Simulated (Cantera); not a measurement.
A freely propagating, adiabatic, planar premixed flame of 7.48 % CH4, 19.4 % O2, 73.1 % N2, equivalence ratio 0.77, unburnt at 550 K and 0.690 bar; mixture-averaged transport, grid criteria slope 0.08 and curve 0.16, no radiation.

Computed with Cantera and GRI-Mech 3.0 (53 species, 325 reactions). Burning velocities carry a grid error of a few per cent, more on coarse grids.

x: mole fraction of selected species; z is measured from the peak of heat release.

```json
[
 {"z (mm)": "-1.60", "T (K)": "550", "u (m/s)": "0.956", "x CH4": "0.0748", "x O2": "0.194", "x NO": "<1e-8", "x CO2": "1.68e-7", "x N2O": "<1e-8", "x C2H6": "2.09e-8"},
 {"z (mm)": "-1.07", "T (K)": "552", "u (m/s)": "0.960", "x CH4": "0.0746", "x O2": "0.194", "x NO": "<1e-8", "x CO2": "2.88e-6", "x N2O": "<1e-8", "x C2H6": "3.91e-7"},
 {"z (mm)": "-0.799", "T (K)": "558", "u (m/s)": "0.973", "x CH4": "0.0740", "x O2": "0.193", "x NO": "<1e-8", "x CO2": "[?]", "x N2O": "<1e-8", "x C2H6": "[?]"},
 {"z (mm)": "-0.533", "T (K)": "603", "u (m/s)": "1.05", "x CH4": "0.0711", "x O2": "0.190", "x NO": "4.63e-8", "x CO2": "0.000236", "x N2O": "<1e-8", "x C2H6": "3.69e-5"},
 {"z (mm)": "-0.266", "T (K)": "913", "u (m/s)": "1.61", "x CH4": "0.0522", "x O2": "0.165", "x NO": "5.63e-7", "x CO2": "0.00359", "x N2O": "<1e-8", "x C2H6": "0.000477"},
 {"z (mm)": "-0.133", "T (K)": "1270", "u (m/s)": "2.26", "x CH4": "0.0295", "x O2": "0.131", "x NO": "1.41e-6", "x CO2": "0.0103", "x N2O": "2.48e-8", "x C2H6": "0.000573"},
 {"z (mm)": "0", "T (K)": "1615", "u (m/s)": "2.89", "x CH4": "0.00738", "x O2": "0.0898", "x NO": "2.95e-6", "x CO2": "0.0221", "x N2O": "5.90e-8", "x C2H6": "6.18e-5"},
 {"z (mm)": "0.133", "T (K)": "1758", "u (m/s)": "3.14", "x CH4": "0.000601", "x O2": "0.0663", "x NO": "4.85e-6", "x CO2": "0.0351", "x N2O": "1.06e-7", "x C2H6": "3.01e-7"},
 {"z (mm)": "0.266", "T (K)": "1803", "u (m/s)": "3.21", "x CH4": "2.64e-5", "x O2": "0.0581", "x NO": "6.34e-6", "x CO2": "0.0449", "x N2O": "1.39e-7", "x C2H6": "<1e-8"},
 {"z (mm)": "0.533", "T (K)": "1859", "u (m/s)": "3.30", "x CH4": "8.76e-8", "x O2": "0.0531", "x NO": "8.56e-6", "x CO2": "0.0552", "x N2O": "1.60e-7", "x C2H6": "<1e-8"},
 {"z (mm)": "1.07", "T (K)": "1929", "u (m/s)": "3.40", "x CH4": "<1e-8", "x O2": "0.0501", "x NO": "1.21e-5", "x CO2": "0.0616", "x N2O": "1.76e-7", "x C2H6": "<1e-8"},
 {"z (mm)": "2.13", "T (K)": "2003", "u (m/s)": "3.52", "x CH4": "<1e-8", "x O2": "0.0480", "x NO": "[?]", "x CO2": "0.0653", "x N2O": "[?]", "x C2H6": "<1e-8"},
 {"z (mm)": "4.26", "T (K)": "2064", "u (m/s)": "3.61", "x CH4": "<1e-8", "x O2": "0.0463", "x NO": "2.62e-5", "x CO2": "0.0686", "x N2O": "2.40e-7", "x C2H6": "<1e-8"}
]
```

### Question
Complete the blanks.

### Answer

- -0.799, x CO2: 2.14e-5
- -0.799, x C2H6: 3.13e-6
- 2.13, x NO: 1.77e-5
- 2.13, x N2O: 2.06e-7
